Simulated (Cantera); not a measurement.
A freely propagating, adiabatic, planar premixed flame of H2 : O2 : N2 : H2O = 1 : 0.943 : 3.55 : 0.65 (molar parts), unburnt at 350 K and 1.00 atm; mixture-averaged transport, grid criteria slope 0.08 and curve 0.16, no radiation.

Computed with Cantera and the H2/O2 subset of GRI-Mech 3.0, which has no nitrogen chemistry. Burning velocities carry a grid error of a few per cent, more on coarse grids. Lean hydrogen flames are cellular in practice and burn faster than this planar one.

| quantity | before | after |
|---|---|---|
| laminar burning velocity | 31.0 cm/s | 14.2 cm/s |
| thermal thickness | 0.609 mm | 1.02 mm |
| peak x(O) | 0.00122 | 0.000490 |
| peak x(HO2) | 0.000283 | 0.000173 |
| peak x(OH) | 0.00255 | 0.00110 |

Name the change that produced these shifts.
A) inlet temperature 350 to 673 K
B) inlet temperature 350 to 325 K
C) N2 3.55 to 4.5 parts
D) O2 0.943 to 1.2 parts

C, N2 3.55 to 4.5 parts
